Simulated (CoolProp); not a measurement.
Vapour pressure (MPa) of carbon monoxide: the reference equation beside estimates from Tc = -140.3 °C, pc = 3.498 MPa, ω = 0.050.

The numbers come from the reference Helmholtz-energy equation of state, Lemmon 2006 in CoolProp. It is a short technical equation, of lower accuracy than the large ones.

```tsv
T (°C)	reference	Lee-Kesler	van der Waals	Soave-Redlich-Kwong	Peng-Robinson
-167.85	0.7899	0.7899	1.284	0.7962	0.7912
-165.05	0.9475	0.9470	1.449	0.9564	0.9495
-162.35	1.120	1.119	1.621	1.131	1.123
-159.55	1.321	1.319	1.812	1.336	1.325
-156.85	1.538	1.535	2.008	1.557	1.544
-154.05	1.790	1.786	2.225	1.811	1.798
-151.25	2.070	2.066	2.456	2.094	2.080
-148.55	2.369	2.366	2.692	2.394	2.382
-145.75	2.712	2.711	2.951	2.736	2.726
-143.05	3.079	3.080	3.215	3.097	3.091
```

Absolute difference from the reference over all 10 rows, mean and median: Lee-Kesler 0.1 and 0.1 %, van der Waals 29.8 and 27.4 %, Soave-Redlich-Kwong 1.0 and 1.0 %, Peng-Robinson 0.4 and 0.4 %.
